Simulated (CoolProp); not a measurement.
Values from CoolProp's reference Helmholtz-energy equation of state, Span 1996.

Problem. Give the vapour pressure (MPa), enthalpy of vaporisation (kJ/kg), surface tension (mN/m), vapour viscosity (µPa s) of saturated carbon dioxide at 231, 240.4, 259.1 K.

Solution. 
```tsv
T (K)	p (MPa)	enthalpy of vaporisation (kJ/kg)	surface tension (mN/m)	vapour viscosity (µPa s)
231	0.927	326	13.2	11.6
240.4	1.30	309	11.1	12.1
259.1	2.36	269	7.17	13.3
```

Viscosity comes from a separate model (Laesecke 2017). Surface tension comes from a separate correlation (Mulero 2012).
